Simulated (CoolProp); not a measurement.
Vapour-liquid equilibrium of cyclohexane (1) + n-heptane (2) at 1100 kPa; x and y are mole fractions of (1).

Computed with CoolProp (multi-fluid Helmholtz-energy mixture model, Zhou 2014 and Span 2003; pair parameters Bell 2016).

```
x     bubble temperature (°C)  y at the bubble point  dew temperature at overall composition x (°C)  liquid density (mol/L)
----  -----------------------  ---------------------  ---------------------------------------------  ----------------------
0.05                    205.7                  0.061                                          205.9                   4.931
0.2                     202.6                  0.238                                          203.3                   5.204
0.35                    199.5                  0.404                                          200.5                   5.497
0.5                     196.6                  0.558                                          197.7                   5.812
0.65                    193.7                  0.701                                          194.7                   6.153
0.8                     191.0                  0.835                                          191.7                   6.524
0.95                    188.4                  0.960                                          188.6                   6.928
```

No azeotrope shows between x = 0.05 and 0.95.

Pair parameters are fitted to limited data, so mixtures are less certain than the pure fluids.
